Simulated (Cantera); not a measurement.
A closed system holds: 1 mol Al2O3, 750 mol H2, 4 mol N2, at 0.100 bar.

Equilibrium computed with Cantera from the NASA thermochemical tables; the gas is ideal and each condensed phase is pure. Candidate condensed phases: Al, AlN, Al2O3, H2O; 35 gas species. Rates play no part.

At 1923 K, list the 4 most abundant gas species with their mole fractions, and the condensed phases.

H2 0.992, N2 0.00530, H 0.00297, H2O 0.000113. Condensed: Al2O3(s).
